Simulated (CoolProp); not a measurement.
A closed Brayton cycle with carbon dioxide: compressor inlet 308.15 K and 9.3 MPa, high pressure 17.1 MPa, turbine inlet 940 K, compressor efficiency 0.85, turbine efficiency 0.9, recuperator effectiveness 0.8 (on enthalpy, no pinch check). Each further row changes one setting.

The numbers come from the reference Helmholtz-energy equation of state, Span 1996 in CoolProp.

```
case                           thermal efficiency (%)  net work (kJ/kg)  compressor to turbine work  compressor exit (K)  turbine exit (K)
-----------------------------  ----------------------  ----------------  --------------------------  -------------------  ----------------
as stated                                        24.8              82.1                        0.14                323.8             859.6
turbine inlet 890 K                              24.4              76.7                        0.14                323.8             812.4
compressor inlet 318.15 K                        24.9              74.4                        0.22                354.8             859.6
high pressure 14.5 MPa                           20.7              61.3                        0.12                319.2             881.0
recuperator effectiveness 0.5                    15.4              82.1                        0.14                323.8             859.6
```
